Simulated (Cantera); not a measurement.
A closed system holds: 1 mol SiC, 0.25 mol CO2, 200 mol H2, held at 638 Torr.

Equilibrium computed with Cantera from the NASA thermochemical tables; the gas is ideal and each condensed phase is pure. Candidate condensed phases: C, C6H6, C7H8, C8H18, H2O, Si, SiC, SiO2; 123 gas species. Mutual solubility and eutectic melting of coexisting phases are not modelled. The tables hold silica as quartz up to 1696 K and as liquid above; real silica turns to tridymite and cristobalite and melts near 1996 K. Kinetics and transport are ignored.

x: gas mole fraction; n: condensed amount in mol.

```tsv
T (K)	x H2	x CH4	x CO	x SiO	x H	x H2O	x C2H2 (acetylene)	n SiC(s)	n SiO2(β-quartz)
925	0.997	0.00251	1.13e-11	2.50e-12	2.82e-10	1.09e-9	<1e-12	0.750	0.250
975	0.997	0.00251	2.08e-10	2.41e-11	1.24e-9	4.50e-9	<1e-12	0.750	0.250
1025	0.997	0.00251	2.90e-9	1.86e-10	4.72e-9	1.62e-8	3.58e-12	0.750	0.250
1075	0.997	0.00251	3.17e-8	1.18e-9	1.59e-8	5.16e-8	3.24e-11	0.750	0.250
1125	0.997	0.00251	2.79e-7	6.31e-9	4.81e-8	1.48e-7	2.42e-10	0.750	0.250
1175	0.997	0.00250	2.04e-6	2.92e-8	1.33e-7	3.89e-7	1.52e-9	0.750	0.250
1225	0.997	0.00249	1.26e-5	1.19e-7	3.38e-7	9.37e-7	8.12e-9	0.751	0.249
1275	0.998	0.00241	6.46e-5	4.41e-7	7.99e-7	2.08e-6	3.61e-8	0.757	0.243
1325	0.998	0.00212	0.000253	1.55e-6	1.77e-6	4.14e-6	1.19e-7	0.776	0.224
1375	0.998	0.00152	0.000651	5.50e-6	3.71e-6	7.02e-6	2.32e-7	0.815	0.184
1425	0.998	…	…	…	…	…	…	0.857	…
1475	0.998	…	…	…	…	…	…	0.883	…
1525	0.998	0.000227	0.00159	0.000249	2.56e-5	1.65e-5	1.67e-7	0.886	0.0642
```

Question: What belongs in the gaps?

Answer: 
- 1475, x CH4: 0.000450
- 1475, x CO: 0.00138
- 1475, x SiO: 7.28e-5
- 1475, x H: 1.41e-5
- 1475, x H2O: 1.32e-5
- 1475, x C2H2 (acetylene): 2.23e-7
- 1475, n SiO2(β-quartz): 0.103
- 1425, x CH4: 0.000878
- 1425, x CO: 0.00108
- 1425, x SiO: 2.01e-5
- 1425, x H: 7.39e-6
- 1425, x H2O: 1.01e-5
- 1425, x C2H2 (acetylene): 2.66e-7
- 1425, n SiO2(β-quartz): 0.139
